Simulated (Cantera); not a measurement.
A Cantera script and its output.

```python
import numpy as np
import cantera as ct

gas = ct.Solution("gri30.yaml")
gas.TPX = 1450, 220000, {'CO': 0.0015, 'O2': 0.017, 'H2O': 0.026, 'N2': 1}
inlet = ct.Reservoir(gas, clone=True)

reactor = ct.IdealGasConstPressureReactor(gas, energy="off", clone=False)
exhaust = ct.Reservoir(gas, clone=True)
tau = [2.3, 0.56, 0.14, 0.034, 0.0083, 0.002, 0.0005][0]
for a, b in ((inlet, reactor), (reactor, exhaust)):
    ct.MassFlowController(a, b, mdot=lambda t: reactor.mass / tau)
net = ct.ReactorNet([reactor])
show = ['CO', 'O2', 'H2O', 'OH', 'NO']

rows = []
print(f"{'tau/s':>10s}{'T/K':>9s}" + "".join(f"{s:>11s}" for s in show))
for tau in [2.3, 0.56, 0.14, 0.034, 0.0083, 0.002, 0.0005]:
    net.initial_time = 0.0
    net.advance(30 * tau)
    before = gas.X
    net.advance(40 * tau)
    drift = np.max(np.abs(gas.X - before) / (gas.X + 1e-9))
    rows.append([gas.T, *gas[show].X, drift])
    print(f"{tau:10.3e}{gas.T:9.1f}" + "".join(f"{x:11.3e}" for x in gas[show].X))
```

Output:

```
     tau/s      T/K         CO         O2        H2O         OH         NO
 2.300e+00   1450.0  4.730e-06  1.557e-02  2.490e-02  2.069e-05  8.334e-08
 5.600e-01   1450.0  1.287e-05  1.557e-02  2.489e-02  3.098e-05  8.589e-08
 1.400e-01   1450.0  3.344e-05  1.557e-02  2.488e-02  4.691e-05  9.369e-08
 3.400e-02   1450.0  8.665e-05  1.559e-02  2.486e-02  7.158e-05  8.270e-08
 8.300e-03   1450.0  2.154e-04  1.565e-02  2.483e-02  1.064e-04  5.021e-08
 2.000e-03   1450.0  4.967e-04  1.577e-02  2.479e-02  1.468e-04  2.124e-08
 5.000e-04   1450.0  9.508e-04  1.599e-02  2.477e-02  1.577e-04  4.715e-09
```

Model: GRI-Mech 3.0 (53 species, 325 reactions), integrated in Cantera.
